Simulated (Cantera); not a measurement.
A closed system holds: 1 mol Cu₂O, 0.73 mol CO, 2.2 mol CH₄, held at 1.33 mbar.

Cantera equilibrium calculation (NASA polynomials, part measured and part estimated; ideal gas, pure solids and liquids). Candidate condensed phases: C, C₆H₆, C₇H₈, C₈H₁₈, Cu, CuO, Cu(OH)₂, Cu₂O, H₂O; 113 gas species. The numbers say what is thermodynamically allowed, not how fast it happens. All values below are at 1723 K.

Base state: H₂ 0.599, CO 0.236, Cu 0.160, H 0.00387, Cu₂ 0.000216, C₂H₂ (acetylene) 5.42e-5 (mole fractions); condensed: C(graphite) + Cu(l).

### Question
What changes in the equilibrium state with this change: pressure from 1.33 mbar to 0.440 bar?

### Answer
| species | before | after |
|---|---|---|
| H₂ | 0.599 | 0.717 |
| CO | 0.236 | 0.282 |
| Cu | 0.160 | 0.000485 |
| CH₄ | 4.82e-7 | 0.000227 |
| H₂O | 8.03e-8 | 3.78e-5 |
| Cu₂ | 0.000216 | 6.56e-7 |
| H | 0.00387 | 0.000233 |
| C₂H₂ (acetylene) | 5.42e-5 | 6.49e-5 |
| C(graphite), mol | 1.20 | 1.20 |
| Cu(l), mol | 0.826 | 2.00 |
